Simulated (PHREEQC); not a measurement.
Make-up at 75 °C: 2.4 mmol/kgw HCl and 0.455 mmol/kgw FeSO4. Closed to the air; pH follows from the charge balance.

The numbers come from PHREEQC with the ion-association model, phreeqc.dat.

Precipitation was switched off in this run.

Q: Order these Fe species by the share of Fe that they hold, largest first: FeHSO4+, FeSO4, Fe+2, FeCl+.

A: Fe+2 (94 %), FeSO4 (5.6 %), FeCl+ (0.23 %), FeHSO4+ (0.13 %)

Q: Order these S species by the share of S that they hold, largest first: HSO4-, SO4-2, FeSO4, FeHSO4+.

A: SO4-2 (60 %), HSO4- (35 %), FeSO4 (5.6 %), FeHSO4+ (0.13 %)

The pH is 2.68 and the ionic strength 0.00380 mol/kgw. Complexes and solids missing from the database can't appear. At this temperature some constants are extrapolated from 25 °C, and those without enthalpy data are left unchanged.
